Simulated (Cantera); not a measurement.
Gas mixture: 23.9 % NO, 76.1 % N2, at 120 Torr, frozen composition.

Cantera's kinetic-theory transport with the Lennard-Jones parameters of GRI-Mech 3.0, ideal gas; thermal conductivity in the multicomponent form. The composition is frozen, though it would react at the higher temperatures.

D: mixture-averaged diffusion coefficient of that species in the mixture.

```csv
T (K),ρ (kg/m³),cp (J/kg/K),μ (µPa s),λ (mW/m/K),Pr,D (cm²/s) NO,D (cm²/s) N2,D (cm²/s) O
400,0.137,1035,22.5,32.8,0.710,2.15,2.15,3.37
550,0.0997,1056,28.1,42.0,0.707,3.70,3.70,5.79
700,0.0783,1088,(withheld),(withheld),0.706,(withheld),(withheld),(withheld)
850,0.0645,1126,37.6,60.0,0.706,7.69,7.69,12.0
1000,0.0548,1160,(withheld),(withheld),0.706,(withheld),(withheld),(withheld)
1150,0.0477,1185,45.8,76.9,0.706,12.7,12.7,19.9
1300,0.0422,1206,49.6,84.8,0.706,15.6,15.6,24.4
1450,0.0378,1224,53.3,92.4,0.706,18.7,18.7,29.2
```

What belongs in the gaps?


- 700, μ (µPa s): 33.1
- 700, λ (mW/m/K): 51.0
- 700, D (cm²/s) NO: 5.56
- 700, D (cm²/s) N2: 5.56
- 700, D (cm²/s) O: 8.69
- 1000, μ (µPa s): 41.9
- 1000, λ (mW/m/K): 68.8
- 1000, D (cm²/s) NO: 10.1
- 1000, D (cm²/s) N2: 10.1
- 1000, D (cm²/s) O: 15.8
